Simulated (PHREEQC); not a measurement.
# Sulfide liquor: speciation

A solution holds 0.0069 mol NaHS, 0.00783 mol NaCl and 0.00081 mol ZnCl2 per kg of water, at 20 °C. Closed to the air; pH follows from the charge balance.

The numbers come from PHREEQC with the ion-association model, phreeqc.dat.

The pH comes out as 9.37. The ionic strength comes out as 0.0147 mol/kgw and the specific conductance is 1470 µS/cm. The total alkalinity is 6.90 meq/kg.

```csv
species,molality,activity,log γ
Na+,0.0147,0.0131,-0.052
Cl-,0.00945,0.00836,-0.053
HS-,0.00520,0.00460,-0.054
Zn(HS)2,0.000753,0.000756,0.001
Zn(HS)3-,5.67e-5,5.02e-5,-0.053
H2S,1.98e-5,1.99e-5,0.001
OH-,1.83e-5,1.62e-5,-0.054
S-2,1.48e-6,9.27e-7,-0.205
```

This is a speciation only: nothing precipitates in the calculation. The solution is supersaturated, for example in Sphalerite (slow to form), so a real one may precipitate; this is no full list.
